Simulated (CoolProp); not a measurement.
Vapour-liquid equilibrium of ethanol (1) + toluene (2) at 590 kPa; x and y are mole fractions of (1).

Model: multi-fluid Helmholtz-energy mixture model, Schroeder 2014 and Lemmon 2006; pair parameters Bell 2016, in CoolProp.

**Question.** Give the bubble temperature and the first vapour's composition at x = 0.05, 0.5, 0.65. Is there an azeotrope?

**Answer.** x = 0.05: 168.7 °C, y = 0.302; x = 0.5: 135.9 °C, y = 0.740; x = 0.65: 133.7 °C, y = 0.787. No azeotrope shows between x = 0.05 and 0.95.

Pair parameters are fitted to limited data, so mixtures are less certain than the pure fluids.
